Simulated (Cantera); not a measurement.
An adiabatic, constant-pressure homogeneous reactor starts with 11.8 % CH4, 2.47 % C2H6, 1.05 % C3H8, 17.8 % O2, 66.9 % N2, equivalence ratio 2.1, at 1325 K and 0.987 atm.

Computed with Cantera and GRI-Mech 3.0 (53 species, 325 reactions).

x: mole fraction; the columns are a selection and need not sum to one.

```
t (s)     T (K)     x CH4    x C2H6    x C3H8     x C2H     x H2O     x HO2  x C2H4
--------  -----  --------  --------  --------  --------  --------  --------  ------
2.00e-6    1325     0.118    0.0247    0.0105    <1e-12   7.93e-8   5.73e-7     [?]
5.49e-6    1325     0.118    0.0247    0.0105    <1e-12   6.16e-7   2.94e-6     [?]
1.51e-5    1325     0.118    0.0247    0.0105    <1e-12   3.88e-6   1.14e-5     [?]
4.13e-5    1324     0.118    0.0246    0.0104    <1e-12   3.76e-5   3.51e-5     [?]
0.000113   1325     0.117    0.0243    0.0102    <1e-12  0.000459   7.12e-5     [?]
0.000311   1332     0.115    0.0223   0.00894  1.82e-12   0.00346  0.000121     [?]
0.000854   2365   0.00152   2.22e-7  5.88e-11   1.31e-5     0.134   3.93e-9     [?]
0.00234    2344   2.05e-5  3.82e-11    <1e-12   5.13e-8     0.112   1.53e-9     [?]
0.00643    2339  6.02e-11    <1e-12    <1e-12    <1e-12     0.111   2.09e-9  <1e-12
0.0176     2339  4.65e-11    <1e-12    <1e-12    <1e-12     0.111   2.12e-9  <1e-12
0.0484     2340  4.45e-11    <1e-12    <1e-12    <1e-12     0.111   2.13e-9  <1e-12
0.133      2340  4.41e-11    <1e-12    <1e-12    <1e-12     0.111   2.14e-9  <1e-12
0.364      2340  4.41e-11    <1e-12    <1e-12    <1e-12     0.111   2.14e-9  <1e-12
1.00       2340  4.41e-11    <1e-12    <1e-12    <1e-12     0.111   2.14e-9  <1e-12
```

Q: What belongs in the gaps?

A: 
- 2.00e-6, x C2H4: 1.05e-6
- 5.49e-6, x C2H4: 5.69e-6
- 1.51e-5, x C2H4: 2.43e-5
- 4.13e-5, x C2H4: 0.000111
- 0.000113, x C2H4: 0.000728
- 0.000311, x C2H4: 0.00412
- 0.000854, x C2H4: 1.70e-5
- 0.00234, x C2H4: 1.21e-8
